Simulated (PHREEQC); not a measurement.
A solution holds 0.5 mol/kgw Pb(NO3)2 and 0.037 mol/kgw KBr, at 25 °C. Closed to the air; pH follows from the charge balance.

All values are PHREEQC results (ion-association model, wateq4f.dat), not measurements.

No solid was allowed to form.

Task: Order these Br species by the share of Br that they hold, largest first: PbBr2, Br-, PbBr+.

Result: PbBr+ (73 %), Br- (27 %), PbBr2 (0.33 %)

The pH is 4.03 and the ionic strength 0.809 mol/kgw. Ionic strength above about 0.7 mol/kgw puts this run outside the model's range.
